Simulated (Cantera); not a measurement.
Input: 1 mol HCl, 1.5 mol H2O, 40 mol N2, equilibrated at 1825 K and 25.0 Pa.

Method: chemical equilibrium by Gibbs-energy minimisation in Cantera with the NASA 1993 tables (ideal gas, pure condensed phases). Candidate condensed phases: H2O, NH4Cl; 29 gas species. Equilibrium is a limit: real reactors are often held back by kinetics, nucleation or transport.

Base state: N2 0.936, H2O 0.0318, HCl 0.0178, Cl 0.00557, H2 0.00463, H 0.00190, OH 0.000911, O2 0.000869 (mole fractions); condensed: gas only.

Task: What changes in the equilibrium state with this change: H2O from 1.5 to 0.051 mol?

Result: 
```tsv
species	before	after
N2	0.936	0.970
HCl	0.0178	0.0173
Cl	0.00557	0.00695
H2O	0.0318	0.00115
H2	0.00463	0.00280
O2	0.000869	3.11e-6
OH	0.000911	4.24e-5
O	0.000286	1.71e-5
NO	0.000317	1.93e-5
```
